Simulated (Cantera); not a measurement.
A perfectly stirred reactor is fed with CH4 : O2 : N2 = 1 : 2 : 8.6 (molar parts), equivalence ratio 1.0, at 0.460 bar; it is adiabatic with a 323 K inlet, and is followed from long to short residence time, starting on the burning branch (τ in s: 0.033, 0.012, 0.0044, 0.0016, 0.0006, 0.00022, 8e-05, 2.9e-05, 1.1e-05).

Computed with Cantera and GRI-Mech 3.0 (53 species, 325 reactions).

What does this change do: O2 2 to 2.7 parts?


```json
[
 {"quantity": "blow-out, bracketed by the residence times tried", "before": "burning at 0.220 ms, out at 80.0 µs", "after": "burning at 0.220 ms, out at 80.0 µs"},
 {"quantity": "x(CH4) at τ = 33.0 ms", "before": "1.54e-5", "after": "1.43e-5"},
 {"quantity": "x(O2) at τ = 33.0 ms", "before": "0.00936", "after": "0.0574"},
 {"quantity": "x(C2H2) at τ = 33.0 ms", "before": "4.57e-9", "after": "7.10e-10"},
 {"quantity": "x(N2O) at τ = 33.0 ms", "before": "5.60e-8", "after": "1.93e-7"},
 {"quantity": "x(H2) at τ = 33.0 ms", "before": "0.00682", "after": "0.00149"},
 {"quantity": "x(CH4) at τ = 0.600 ms", "before": "0.000418", "after": "0.000320"},
 {"quantity": "x(O2) at τ = 0.600 ms", "before": "0.0220", "after": "0.0658"},
 {"quantity": "x(C2H2) at τ = 0.600 ms", "before": "3.39e-7", "after": "2.58e-8"},
 {"quantity": "x(N2O) at τ = 0.600 ms", "before": "4.21e-8", "after": "9.93e-8"},
 {"quantity": "x(H2) at τ = 0.600 ms", "before": "0.0147", "after": "0.00746"}
]
```

What does this change do: pressure from 0.460 bar to 0.240 bar?


```json
[
 {"quantity": "blow-out, bracketed by the residence times tried", "before": "burning at 0.220 ms, out at 80.0 µs", "after": "burning at 0.600 ms, out at 0.220 ms"},
 {"quantity": "x(CH4) at τ = 33.0 ms", "before": "1.54e-5", "after": "1.97e-5"},
 {"quantity": "x(O2) at τ = 33.0 ms", "before": "0.00936", "after": "0.0124"},
 {"quantity": "x(C2H2) at τ = 33.0 ms", "before": "4.57e-9", "after": "3.38e-9"},
 {"quantity": "x(N2O) at τ = 33.0 ms", "before": "5.60e-8", "after": "2.82e-8"},
 {"quantity": "x(H2) at τ = 33.0 ms", "before": "0.00682", "after": "0.00941"},
 {"quantity": "x(CH4) at τ = 0.600 ms", "before": "0.000418", "after": "0.000833"},
 {"quantity": "x(O2) at τ = 0.600 ms", "before": "0.0220", "after": "0.0272"},
 {"quantity": "x(C2H2) at τ = 0.600 ms", "before": "3.39e-7", "after": "8.34e-7"},
 {"quantity": "x(N2O) at τ = 0.600 ms", "before": "4.21e-8", "after": "2.06e-8"},
 {"quantity": "x(H2) at τ = 0.600 ms", "before": "0.0147", "after": "0.0165"}
]
```
